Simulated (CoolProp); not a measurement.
Values from CoolProp's reference Helmholtz-energy equation of state, Lemmon 2006. It is a short technical equation, of lower accuracy than the large ones.

Q: Give the vapour pressure (MPa), enthalpy of vaporisation (kJ/kg), liquid cp (kJ/(kg K)), liquid conductivity (mW/(m K)) of saturated C2F6 (R116) at -61.15, -44.45 °C.

A: 
```json
[
 {"T (°C)": "-61.15", "p (MPa)": "0.232", "enthalpy of vaporisation (kJ/kg)": "109", "liquid cp (kJ/(kg K))": "0.989", "liquid conductivity (mW/(m K))": "69.4"},
 {"T (°C)": "-44.45", "p (MPa)": "0.459", "enthalpy of vaporisation (kJ/kg)": "100", "liquid cp (kJ/(kg K))": "1.05", "liquid conductivity (mW/(m K))": "62.8"}
]
```

Thermal conductivity comes from a separate model (Huber 2003), an estimate that may be off by 10 % or more.
